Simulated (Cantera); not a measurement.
Feed: 1 mol HMDSO, 8.8 mol N₂O, 3.7 mol CO₂, equilibrated at 0.0133 bar.

Cantera equilibrium calculation (NASA polynomials, part measured and part estimated; ideal gas, pure solids and liquids). Candidate condensed phases: C, C₆H₆, C₇H₈, C₈H₁₈, H₂O, Si, SiC, SiO₂, Si₂N₂O, Si₃N₄; 151 gas species. The feed counts by its element totals alone. The tables hold silica as quartz up to 1696 K and as liquid above; real silica turns to tridymite and cristobalite and melts near 1996 K. Kinetics and transport are ignored.

Task: Which condensed phases are stable at each of these points (T (K)): 525, 625, 725, 825, 925, 1025, 1125, 1225, 1325, 1425, 1525, 1625?

Result: 
```
T (K)              condensed phases  Si condensed (%)
-----  ----------------------------  ----------------
525    C(graphite) + SiO₂(α-quartz)             100.0
625    C(graphite) + SiO₂(α-quartz)             100.0
725    C(graphite) + SiO₂(α-quartz)             100.0
825                  SiO₂(α-quartz)             100.0
925                  SiO₂(β-quartz)             100.0
1025                 SiO₂(β-quartz)             100.0
1125                 SiO₂(β-quartz)             100.0
1225                 SiO₂(β-quartz)             100.0
1325                 SiO₂(β-quartz)             100.0
1425                 SiO₂(β-quartz)             100.0
1525                 SiO₂(β-quartz)             100.0
1625                 SiO₂(β-quartz)             100.0
```

From 525 K to 725 K the condensed part is C(graphite) + SiO₂(α-quartz). At 825 K the condensed part is SiO₂(α-quartz). From 925 K to 1625 K the condensed part is SiO₂(β-quartz).
